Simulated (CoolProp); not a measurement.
A Linde-Hampson liquefier for nitrogen: isothermal reversible compression at 250 K from 1 atm to 30 MPa, throttling to 1 atm, return gas leaving the recuperator 0 K below the feed. Each further row changes one setting.

Computed with CoolProp (reference Helmholtz-energy equation of state, Span 2000).

```csv
case,liquid yield per pass,compression work (kJ/kg of gas)
as stated,[?],418
high pressure 60 MPa,[?],[?]
warm-end temperature 280 K,[?],474
warm-end gap 5 K,[?],418
```

Some entries are withheld; supply them.


- as stated, liquid yield per pass: 0.150
- high pressure 60 MPa, liquid yield per pass: 0.139
- high pressure 60 MPa, compression work (kJ/kg of gas): 485
- warm-end temperature 280 K, liquid yield per pass: 0.109
- warm-end gap 5 K, liquid yield per pass: 0.138
